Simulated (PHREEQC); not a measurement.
Consider water at 25 °C with 110 mmol/kgw H2SO4 and 4.7 mmol/kgw MnSO4. Closed to the air; pH follows from the charge balance.

The numbers come from PHREEQC with the Pitzer model, pitzer.dat.

The pH is 0.98, the ionic strength is 0.183 mol/kgw and the specific conductance is 45000 µS/cm. The density is 1.005 g/cm³, the osmotic coefficient is 0.880 and the total alkalinity is -220 meq/kg.

| species | molality | activity | log γ |
|---|---|---|---|
| H+ | 0.137 | 0.105 | -0.115 |
| HSO4- | 0.0828 | 0.0621 | -0.125 |
| SO4-2 | 0.0319 | 0.00620 | -0.711 |
| Mn+2 | 0.00470 | 0.000948 | -0.695 |

No solid was allowed to form.
